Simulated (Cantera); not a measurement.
An isothermal, constant-pressure homogeneous reactor starts with 27.9 % H2, 64.9 % O2, 7.14 % N2, equivalence ratio 0.21, at 1350 K and 140 Pa.

Computed with Cantera and GRI-Mech 3.0 (53 species, 325 reactions). Radical loss at walls, strong at low pressure, is not modelled. The temperature is held fixed by assumption; the heat of reaction is taken as removed at once.

One state of this run: x H2 = 0.0185; x O2 = 0.494; x O = 0.0942; x H = 0.103; x H2O2 = 3.04e-8. x: mole fraction; the columns are a selection and need not sum to one.

Question: Which value of t (s) does it belong to?
A. 0.346
B. 0.0203
C. 24.2
D. 1.70e-5

Answer: B, 0.0203
